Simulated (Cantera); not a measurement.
An isothermal, constant-pressure homogeneous reactor starts with 31.2 % NH3, 68.8 % H2, at 2025 K and 0.180 bar.

Cantera simulation using the gas-phase N/H chemistry of the illustrative SiF4/NH3 mechanism in the Surface Chemkin manual (1991); the numbers are that mechanism's predictions, not measurements. Walls and surfaces, which speed up NH3 decomposition in real reactors, are not modelled.

One state of this run: x NH3 = 0.202; x H2 = 0.755; x N2 = 0.0419; x NH2 = 0.000498; x N2H2 = 1.15e-6; x H = 0.000635. x: mole fraction; the columns are a selection and need not sum to one.

**Question.** Which value of t (s) does it belong to?
A. 0.00256
B. 0.152
C. 0.345
D. 0.0673

**Answer.** D, 0.0673
